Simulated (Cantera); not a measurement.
A perfectly stirred reactor is fed with CO : O2 : H2O : N2 = 0.0013 : 0.016 : 0.001 : 1 (molar parts), at 1.01 bar; it is held at 1475 K, and followed from long to short residence time.

Cantera simulation using GRI-Mech 3.0 (53 species, 325 reactions); the numbers are that mechanism's predictions, not measurements.

**Question.** Predict: x(CO) at τ = 0.340 s; x(O2) at τ = 0.340 s; x(H2O) at τ = 0.340 s; x(NO) at τ = 0.340 s; x(H2O2) at τ = 0.340 s; x(CO) at τ = 29.0 ms; x(O2) at τ = 29.0 ms; x(H2O) at τ = 29.0 ms; x(NO) at τ = 29.0 ms; x(H2O2) at τ = 29.0 ms.

**Answer.** 
```
Quantity                  Result
----------------------  --------
x(CO) at τ = 0.340 s     5.21e-5
x(O2) at τ = 0.340 s      0.0151
x(H2O) at τ = 0.340 s   0.000970
x(NO) at τ = 0.340 s     1.22e-6
x(H2O2) at τ = 0.340 s   1.11e-9
x(CO) at τ = 29.0 ms    0.000258
x(O2) at τ = 29.0 ms      0.0152
x(H2O) at τ = 29.0 ms   0.000954
x(NO) at τ = 29.0 ms     5.67e-7
x(H2O2) at τ = 29.0 ms   3.73e-9
```
